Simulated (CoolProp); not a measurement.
Saturated liquid density (kg/m³) of R114: the reference equation beside estimates from Tc = 147.5 °C, pc = 3.352 MPa, ω = 0.252. Rackett uses Z = 0.29056 − 0.08775 ω.

The numbers come from the reference Helmholtz-energy equation of state, Platzer 1990 in CoolProp. This equation is an older, rougher fit; its heat capacities, sound speeds and derivatives of the liquid may be far off and weren't checked against measurements.

```
T (°C)  reference  Rackett  van der Waals  Redlich-Kwong  Soave-Redlich-Kwong  Peng-Robinson
------  ---------  -------  -------------  -------------  -------------------  -------------
49.65        1375     1453          876.3           1251                 1308           1484
58.45        1344     1420          856.1           1214                 1272           1444
67.25        1312     1385          834.9           1176                 1234           1401
76.05        1278     1348          812.3           1135                 1193           1354
84.95        1241     1309          788.0           1091                 1148           1303
93.75        1201     1267          762.0           1045                 1099           1247
102.55       1157     1222          733.8          994.3                 1046           1185
111.35       1108     1172          702.7          938.8                986.7           1116
120.15       1051     1115          667.4          876.5                919.3           1037
```

Absolute difference from the reference over all 9 rows, mean and median: Rackett 5.6 and 5.6 %, van der Waals 36.5 and 36.5 %, Redlich-Kwong 12.4 and 12.1 %, Soave-Redlich-Kwong 8.0 and 7.5 %, Peng-Robinson 4.6 and 5.0 %.
